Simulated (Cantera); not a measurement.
A Cantera script and what it prints.

```python
import numpy as np
import cantera as ct

gas_names = """
    C CN CO CO2 C2 CCN CNC C2N2 C2O C3 C3O2 C4 C4N2 C5 N NCO NO NO2 NO3 N2 N2O O O2 O3 Si SiC SiC2 SiN
    SiO SiO2 Si2 Si2C Si2N Si3
""".split()
cond_names = """
    C(gr) Si(cr) Si(L) SiC(b) SiO2(Lqz) SiO2(hqz) SiO2(L) Si2N2O(s) Si3N4(a)
""".split()


def load(file, names, dense=False):
    # The tables refer to 1 bar. Condensed volumes are neglected.
    table = {s.name: s for s in ct.Species.list_from_file(file)}
    out = []
    for n in names:
        d = dict(table[n].input_data)
        d["thermo"] = dict(d["thermo"], **{"reference-pressure": 1e5})
        if dense:
            d["equation-of-state"] = {"model": "constant-volume", "density": "1e6 g/cm^3"}
        out.append(ct.Species.from_dict(d))
    return out


gas = ct.Solution(thermo="ideal-gas", species=load("nasa_gas.yaml", gas_names))
cond = {s.name: ct.Solution(thermo="fixed-stoichiometry", species=[s], name=s.name)
        for s in load("nasa_condensed.yaml", cond_names, dense=True)}
atoms = {
    'SiC': {'Si': 1, 'C': 1},
    'N2O': {'N': 2, 'O': 1},
    'N2': {'N': 2},
}
top_T = {'C(gr)': 4500, 'SiC(b)': 3050, 'Si2N2O(s)': 2100, 'Si3N4(a)': 2400}  # K; cautious upper limits of use, not melting points


def equilibrate(T, P, feed):
    n = {}
    for name, mol in feed.items():
        for a, k in atoms[name].items():
            n[a] = n.get(a, 0.0) + k * mol
    gas.TPX = T, P, n
    mass = sum(n.values()) * gas.mean_molecular_weight
    gas.equilibrate("TP")
    valid = [c for c in cond.values() if c.min_temp <= T <= top_T.get(c.name, c.max_temp)]
    mix = ct.Mixture([(gas, mass / gas.mean_molecular_weight)] + [(c, 0.0) for c in valid])
    mix.T, mix.P = T, P
    mix.equilibrate("TP", solver="vcs", rtol=1e-11, max_steps=5000)
    return mix


results = []
feed = {'SiC': 1, 'N2O': 0.092, 'N2': 140}  # mol
T = 2098.15  # K
P = 0.12  # Pa
mix = equilibrate(T, P, feed)
results.append((T, P, feed, dict(zip(mix.species_names, mix.species_moles))))
x = sorted(zip(gas.X, gas.species_names), reverse=True)
print(f"T = {T:g} K  P = {P:g} Pa  gas = {mix.phase_moles(0):.4g} mol")
print("   x: " + "  ".join(f"{s} {v:.3e}" for v, s in x if v > 1e-05))
print("   condensed (mol): " + ("  ".join(f"{mix.phase(i).name} {mix.phase_moles(i):.4g}"
      for i in range(1, mix.n_phases) if mix.phase_moles(i) > 1e-12) or "none"))
```

Output:

```
T = 2098.15 K  P = 0.12 Pa  gas = 141.4 mol
   x: N2 9.901e-01  Si 6.646e-03  CN 1.738e-03  CO 6.508e-04  SiC2 4.250e-04  C3 2.308e-04  C 1.903e-04  C2 1.982e-05
   condensed (mol): C(gr) 0.4103
```

Equilibrium computed with Cantera from the NASA thermochemical tables; the gas is ideal and each condensed phase is pure.
